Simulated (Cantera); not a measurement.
## Low-pressure radical oxidation in H2/O2

An isothermal, constant-pressure homogeneous reactor starts with H₂ : O₂ = 0.043 : 1 (molar parts), at 1225 K and 0.00700 bar.

Model: GRI-Mech 3.0 (53 species, 325 reactions), integrated in Cantera. Radical loss at walls, strong at low pressure, is not modelled. The temperature is held fixed by assumption; the heat of reaction is taken as removed at once.

| t (s) | x H₂ | x O₂ | x H₂O₂ | x O | x H |
|---|---|---|---|---|---|
| 1.00e-6 | 0.0412 | 0.959 | <1e-12 | <1e-12 | 3.01e-11 |
| 4.20e-6 | 0.0412 | 0.959 | <1e-12 | 3.55e-12 | 1.24e-10 |
| 1.76e-5 | 0.0412 | 0.959 | <1e-12 | 5.84e-11 | 4.78e-10 |
| 7.40e-5 | 0.0412 | 0.959 | <1e-12 | 8.24e-10 | 1.56e-9 |
| 0.000311 | 0.0412 | 0.959 | 3.16e-12 | 9.94e-9 | 5.75e-9 |
| 0.00130 | 0.0412 | 0.959 | 5.51e-11 | 5.18e-7 | 2.02e-7 |
| 0.00548 | 0.00519 | 0.931 | 1.04e-7 | 0.0216 | 0.00759 |
| 0.0230 | 0.000557 | 0.927 | 3.65e-8 | 0.0273 | 0.00492 |
| 0.0965 | 0.000395 | 0.937 | 3.70e-8 | 0.0187 | 0.00282 |
| 0.405 | 0.000126 | 0.951 | 3.21e-8 | 0.00573 | 0.000483 |
| 1.70 | 1.39e-5 | 0.957 | 1.54e-8 | 0.000623 | 1.74e-5 |
| 7.15 | 1.17e-6 | 0.958 | 3.97e-9 | 5.27e-5 | 4.30e-7 |
| 30.0 | 1.36e-7 | 0.958 | 8.20e-10 | 6.15e-6 | 1.71e-8 |
x: mole fraction; the columns are a selection and need not sum to one.

Equilibrium at this temperature and pressure: H₂ 1.09e-8, O₂ 0.958, H₂O₂ 1.03e-10, O 4.95e-7, H 3.92e-10 (gas phase only).
